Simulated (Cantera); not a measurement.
A Cantera script and its output.

```python
import numpy as np
import cantera as ct

gas = ct.Solution("gri30.yaml")
gas.TPX = 500, 100000, {'CO': 1, 'H2': 0.093, 'O2': 1.33, 'N2': 5.01}
inlet = ct.Reservoir(gas, clone=True)
gas.equilibrate("HP")  # start burning
reactor = ct.IdealGasConstPressureReactor(gas, energy="on", clone=False)
exhaust = ct.Reservoir(gas, clone=True)
tau = [0.13, 0.041, 0.013, 0.004, 0.0012, 0.00039, 0.00012, 3.7e-05, 1.2e-05][0]
for a, b in ((inlet, reactor), (reactor, exhaust)):
    ct.MassFlowController(a, b, mdot=lambda t: reactor.mass / tau)
net = ct.ReactorNet([reactor])
show = ['CO', 'H2', 'O2', 'CO2', 'HO2']

rows = []
print(f"{'tau/s':>10s}{'T/K':>9s}" + "".join(f"{s:>11s}" for s in show))
for tau in [0.13, 0.041, 0.013, 0.004, 0.0012, 0.00039, 0.00012, 3.7e-05, 1.2e-05]:
    net.initial_time = 0.0
    net.advance(30 * tau)
    before = gas.X
    net.advance(40 * tau)
    drift = np.max(np.abs(gas.X - before) / (gas.X + 1e-9))
    rows.append([gas.T, *gas[show].X, drift])
    print(f"{tau:10.3e}{gas.T:9.1f}" + "".join(f"{x:11.3e}" for x in gas[show].X))
```

Result:

```
     tau/s      T/K         CO         H2         O2        CO2        HO2
 1.300e-01   1703.0  1.587e-03  3.060e-05  1.140e-01  1.434e-01  1.840e-06
 4.100e-02   1685.4  3.300e-03  6.201e-05  1.144e-01  1.415e-01  3.450e-06
 1.300e-02   1651.4  6.678e-03  1.206e-04  1.153e-01  1.378e-01  6.166e-06
 4.000e-03   1585.0  1.352e-02  2.237e-04  1.174e-01  1.303e-01  1.069e-05
 1.200e-03   1438.9  3.075e-02  4.024e-04  1.244e-01  1.116e-01  1.946e-05
 3.900e-04    500.0  1.345e-01  1.251e-02  1.789e-01 -2.372e-16 -2.224e-19
 1.200e-04    500.0  1.345e-01  1.251e-02  1.789e-01 -1.819e-19  1.614e-20
 3.700e-05    500.0  1.345e-01  1.251e-02  1.789e-01  5.928e-20  2.979e-21
 1.200e-05    500.0  1.345e-01  1.251e-02  1.789e-01  2.532e-20  4.192e-22
```

Cantera simulation using GRI-Mech 3.0 (53 species, 325 reactions); the numbers are that mechanism's predictions, not measurements.
